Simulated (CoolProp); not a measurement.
Vapour-liquid equilibrium of toluene (1) + n-dodecane (2) at 111 kPa; x and y are mole fractions of (1).

Computed with CoolProp (multi-fluid Helmholtz-energy mixture model, Lemmon 2006 and Lemmon 2004; pair parameters Bell 2016).

Question: Give the bubble temperature and the first vapour's composition at x = 0.2, 0.5, 0.8. Is there an azeotrope?

Answer: x = 0.2: 451.2 K, y = 0.722; x = 0.5: 413.6 K, y = 0.949; x = 0.8: 395.2 K, y = 0.990. No azeotrope shows between x = 0.05 and 0.95.

The pair parameters rest on a limited set of measurements; away from them the model extrapolates.
